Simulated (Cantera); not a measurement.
**Ignition delay**

Mixture: 17.1 % H2, 16.1 % O2, 60.8 % N2, 5.99 % H2O, at 1.00 atm, adiabatic and at constant volume. Ignition delay is the time to a rise of 400 K.

Cantera simulation using GRI-Mech 3.0 (53 species, 325 reactions); the numbers are that mechanism's predictions, not measurements. Where the delays flatten at high temperature, the 400 K rule measures the pace of heat release, not the induction time.

```
T0 (K)  delay (ms)
------  ----------
1075         0.152
1175        0.0617
1275        0.0365
1375        0.0256
1475        0.0203
1575        0.0179
1675        0.0172
1775        0.0177
1875        0.0191
```
